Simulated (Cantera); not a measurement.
Mixture: H2 : O2 : N2 = 1 : 1.06 : 4.04 (molar parts), at 30.0 bar, adiabatic and at constant volume. Ignition delay is the time to a rise of 400 K.

Detailed kinetics in Cantera: GRI-Mech 3.0 (53 species, 325 reactions). The hydrogen kinetics of GRI-Mech 3.0 are dated; newer H2 mechanisms differ, most at raised pressure. The pressure lies above the range GRI-Mech 3.0 was tuned for (to about 10 atm). Below about 950 K walls govern HO2 and H2O2 in real vessels.

Question: What does this change do: pressure from 30.0 bar to 1.00 bar?

Answer: 
```json
[
 {"quantity": "delay at 875 K", "before": "0.160 s", "after": "0.912 s"},
 {"quantity": "delay at 925 K", "before": "40.7 ms", "after": "82.0 ms"},
 {"quantity": "delay at 975 K", "before": "12.0 ms", "after": "0.609 ms"},
 {"quantity": "delay at 1025 K", "before": "3.99 ms", "after": "0.197 ms"},
 {"quantity": "delay at 1075 K", "before": "1.45 ms", "after": "0.113 ms"},
 {"quantity": "delay at 1125 K", "before": "0.567 ms", "after": "76.5 µs"},
 {"quantity": "apparent activation energy between 1025 and 1125 K", "before": "190 kJ/mol", "after": "91 kJ/mol"}
]
```
